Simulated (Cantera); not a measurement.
Feed: 1 mol SiH4, 490 mol H2, 0.13 mol Cl2, held at 1373 K and 0.00120 bar.

Equilibrium computed with Cantera from the NASA thermochemical tables; the gas is ideal and each condensed phase is pure. Candidate condensed phases: Si; 19 gas species. Equilibrium is a limit: real reactors are often held back by kinetics, nucleation or transport.

Base state: H2 0.999, HCl 0.000527, H 9.61e-5 (mole fractions); condensed: Si(s).

**Question.** What changes in the equilibrium state with this change: H2 from 490 to 4.1 mol?

**Answer.** 
```tsv
species	before	after
H2	0.999	0.962
HCl	0.000527	0.0345
SiCl2	7.98e-7	0.00356
SiCl3	<1e-9	2.65e-5
H	9.61e-5	9.43e-5
Si(s), mol	0.999	0.978
```
The tables' values for SiCl3 are old estimates; treat these amounts as uncertain.
